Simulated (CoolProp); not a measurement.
A simple Rankine cycle with R227EA: condensing at 324.15 K, boiler at 2.16 MPa, turbine inlet 365.3 K, turbine efficiency 0.6, pump efficiency 0.6, no recuperator. Each further row changes one setting.

Values from CoolProp's reference Helmholtz-energy equation of state, Lemmon 2016.

```json
[
 {"case": "as stated", "thermal efficiency (%)": "[?]", "net work (kJ/kg)": "[?]", "heat in (kJ/kg)": "116", "turbine exit temperature (K)": "340.1", "volume ratio over the turbine": "2.88"},
 {"case": "turbine inlet 385.3 K", "thermal efficiency (%)": "[?]", "net work (kJ/kg)": "5.62", "heat in (kJ/kg)": "[?]", "turbine exit temperature (K)": "364.8", "volume ratio over the turbine": "2.62"},
 {"case": "condensing temperature 316.15 K", "thermal efficiency (%)": "4.8", "net work (kJ/kg)": "6.04", "heat in (kJ/kg)": "125", "turbine exit temperature (K)": "335.7", "volume ratio over the turbine": "3.64"},
 {"case": "boiler pressure 1.51 MPa", "thermal efficiency (%)": "2.6", "net work (kJ/kg)": "[?]", "heat in (kJ/kg)": "[?]", "turbine exit temperature (K)": "354.2", "volume ratio over the turbine": "[?]"},
 {"case": "turbine efficiency 0.5", "thermal efficiency (%)": "[?]", "net work (kJ/kg)": "3.51", "heat in (kJ/kg)": "116", "turbine exit temperature (K)": "341.2", "volume ratio over the turbine": "2.89"}
]
```

**Question.** Some entries are withheld; supply them.

**Answer.** 
- as stated, thermal efficiency (%): 3.9
- as stated, net work (kJ/kg): 4.53
- turbine inlet 385.3 K, thermal efficiency (%): 4.0
- turbine inlet 385.3 K, heat in (kJ/kg): 141
- boiler pressure 1.51 MPa, net work (kJ/kg): 3.27
- boiler pressure 1.51 MPa, heat in (kJ/kg): 128
- boiler pressure 1.51 MPa, volume ratio over the turbine: 1.72
- turbine efficiency 0.5, thermal efficiency (%): 3.0
